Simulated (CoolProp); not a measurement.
Values from CoolProp's reference Helmholtz-energy equation of state, Jacobsen 1992.

### Question
For R11, give the phase and the density (kg/m³), isothermal compressibility (1/MPa), expansivity (1/kK), fugacity coefficient at 178.45 °C and 8.82 MPa; 207.45 °C and 8.82 MPa.

### Answer
- 178.45 °C and 8.82 MPa: liquid; density 1070, isothermal compressibility 0.0133, expansivity 3.70, fugacity coefficient 0.325
- 207.45 °C and 8.82 MPa: supercritical; density 940, isothermal compressibility 0.0294, expansivity 5.61, fugacity coefficient 0.426
